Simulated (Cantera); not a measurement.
Feed: 1 mol BN, 28 mol HCl, 7.2 mol H₂, equilibrated at 1025 K and 2000 Pa.

Method: chemical equilibrium by Gibbs-energy minimisation in Cantera with the NASA 1993 tables (ideal gas, pure condensed phases). Candidate condensed phases: B, BN, NH₄Cl; 21 gas species. Gases not in the tables: BHCl₂. The numbers say what is thermodynamically allowed, not how fast it happens.

Base state: HCl 0.794, H₂ 0.205, BCl₃ 0.000604, N₂ 0.000302 (mole fractions); condensed: BN(s).

### Question
What changes in the equilibrium state with this change: temperature from 1025 K to 1350 K?

### Answer
| species | before | after |
|---|---|---|
| HCl | 0.794 | 0.776 |
| H₂ | 0.205 | 0.214 |
| BCl₃ | 0.000604 | 0.00654 |
| Cl | 4.97e-8 | 2.35e-5 |
| N₂ | 0.000302 | 0.00327 |
| BN(s), mol | 0.979 | 0.769 |

### Question
What changes in the equilibrium state with this change: temperature from 1025 K to 1748.15 K?

### Answer
| species | before | after |
|---|---|---|
| HCl | 0.794 | 0.712 |
| H₂ | 0.205 | 0.243 |
| BCl₃ | 0.000604 | 0.0239 |
| N₂ | 0.000302 | 0.0141 |
| BCl₂ | <1e-9 | 0.00237 |
| BCl | <1e-9 | 0.00203 |
| H | 1.40e-8 | 0.000798 |
| BN(s), mol | 0.979 | 0 |
The tables' values for BCl₂, BCl are old estimates; treat these amounts as uncertain.
